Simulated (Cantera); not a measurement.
Counterflow diffusion flame

A counterflow diffusion flame at 95000 Pa, nozzles 20 mm apart: fuel side CO : H₂ = 1 : 0.05 (molar parts) at 598 K, oxidiser side O₂ : N₂ = 0.25 : 0.75 (molar parts) at 500 K, fuel mass flux 0.72 times the oxidiser's; mixture-averaged transport, no radiation.

Computed with Cantera and GRI-Mech 3.0 (53 species, 325 reactions). The maximum strain rate includes the flame's own expansion and is several times the mean.

| oxidiser flux (kg/m²/s) | max strain (1/s) | mean strain (1/s) | T max (K) | peak x OH | peak x H | peak x NO | peak x CO |
|---|---|---|---|---|---|---|---|
| 0.57 | 286 | 83.1 | 2198 | 0.00624 | 0.00771 | 0.000274 | 0.955 |
| 0.76 | 374 | 111 | 2150 | 0.00616 | 0.00866 | 0.000195 | 0.955 |
| 1 | 483 | 146 | 2105 | 0.00606 | 0.00963 | 0.000144 | 0.954 |
| 1.3 | 617 | 190 | 2060 | 0.00589 | 0.0106 | 0.000112 | 0.954 |
| 1.8 | 839 | 262 | 2002 | 0.00568 | 0.0118 | 8.54e-5 | 0.954 |
| 2.3 | 1060 | 335 | 1959 | 0.00547 | 0.0128 | 7.16e-5 | 0.954 |
| 3.1 | 1400 | 452 | 1902 | 0.00516 | 0.0140 | 5.88e-5 | 0.954 |
| 4.1 | 1830 | 598 | 1849 | 0.00482 | 0.0150 | 4.91e-5 | 0.954 |
x: mole fraction; the columns are a selection and need not sum to one.
